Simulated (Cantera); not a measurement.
Charge: 1 mol C3H6, 0.63 mol CO2, 3.2 mol N2, held at 950 °C and 101000 Pa.

Equilibrium computed with Cantera from the NASA thermochemical tables; the gas is ideal and each condensed phase is pure. Candidate condensed phases: C, C6H6, C7H8, C8H18, H2O; 136 gas species. Rates play no part.

Base state: N2 0.431, H2 0.398, CO 0.167, CH4 0.00214, H2O 0.00136, CO2 0.000391, HCN 3.96e-5, NH3 2.87e-5 (mole fractions); condensed: C(graphite).

### Question
What changes in the equilibrium state with this change: temperature from 950 °C to 1802 °C?

### Answer
```csv
species,before,after
N2,0.431,0.424
H2,0.398,0.396
CO,0.167,0.169
HCN,3.96e-5,0.00803
CH4,0.00214,5.57e-5
H,1.88e-7,0.00167
C2H2 (acetylene),6.23e-8,0.000491
HNC,2.22e-7,0.000521
CO2,0.000391,5.23e-7
"C(graphite), mol",2.37,2.30
```
